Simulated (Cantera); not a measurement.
A perfectly stirred reactor is fed with H2 : O2 : N2 = 1 : 0.5 : 1.88 (molar parts), equivalence ratio 1.0, at 760 Torr; it is adiabatic with a 600 K inlet, and is followed from long to short residence time, starting on the burning branch (τ in s: 0.032, 0.015, 0.0076, 0.0037, 0.0018, 0.00091, 0.00045, 0.00022, 0.00011, 5.3e-05).

Model: GRI-Mech 3.0 (53 species, 325 reactions), integrated in Cantera.

Task: Predict: blow-out, bracketed by the residence times tried; x(H2) at τ = 32.0 ms; x(O2) at τ = 32.0 ms; x(H2O) at τ = 32.0 ms; x(NO) at τ = 32.0 ms; x(N2O) at τ = 32.0 ms; x(H2) at τ = 0.910 ms; x(O2) at τ = 0.910 ms; x(H2O) at τ = 0.910 ms; x(NO) at τ = 0.910 ms; x(N2O) at τ = 0.910 ms.

Result: 
```json
{
  "blow_out_bracketed_by_the_residence_times_tried": "burning at 53.0 µs, the shortest tried",
  "x(H2) at τ = 32.0 ms": "0.0246",
  "x(O2) at τ = 32.0 ms": "0.00795",
  "x(H2O) at τ = 32.0 ms": "0.307",
  "x(NO) at τ = 32.0 ms": "0.00329",
  "x(N2O) at τ = 32.0 ms": "1.87e-7",
  "x(H2) at τ = 0.910 ms": "0.0374",
  "x(O2) at τ = 0.910 ms": "0.0153",
  "x(H2O) at τ = 0.910 ms": "0.281",
  "x(NO) at τ = 0.910 ms": "0.000333",
  "x(N2O) at τ = 0.910 ms": "9.14e-8"
}
```
